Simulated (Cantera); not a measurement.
**Equilibrium for iron carbonyl, mercury and lead vapours: PbO + H2 + N2**

Input: 1 mol PbO, 0.075 mol H2, 0.14 mol N2, at 2.00 bar.

Equilibrium computed with Cantera from the NASA thermochemical tables; the gas is ideal and each condensed phase is pure. Candidate condensed phases: H2O, Pb, PbO, PbO2, Pb3O4; 27 gas species. Each liquid is taken as pure. Mutual solubility and eutectic melting of coexisting phases are not modelled. Gases not in the tables: (PbO)n polymers. Rates play no part.

```
T (K)   x N2  x H2O      x Pb     x PbO      x H2  n Pb(l)  n PbO(yellow)  n PbO(l)
-----  -----  -----  --------  --------  --------  -------  -------------  --------
1023   0.651  0.349   1.33e-5   3.22e-7   5.57e-5   0.0750          0.925         0
1098   0.651  0.349   5.84e-5   2.93e-6   7.15e-5   0.0750          0.925         0
1173   0.651  0.349  0.000211   1.93e-5   9.26e-5   0.0749              0     0.925
1248   0.651  0.348  0.000650   8.80e-5  0.000134   0.0748              0     0.925
1323   0.650  0.348   0.00176  0.000334  0.000186   0.0746              0     0.925
1398   0.648  0.347   0.00426   0.00109  0.000252   0.0740              0     0.925
1473   0.643  0.344   0.00942   0.00311  0.000332   0.0729              0     0.924
1548   0.633  0.339    0.0192   0.00796  0.000425   0.0707              0     0.923
1623   0.615  0.329    0.0367    0.0186  0.000527   0.0665              0     0.921
```
x: gas mole fraction; n: condensed amount in mol.

From 1023 K to 1098 K the condensed part is Pb(l) + PbO(yellow). From 1173 K to 1623 K the condensed part is Pb(l) + PbO(l).
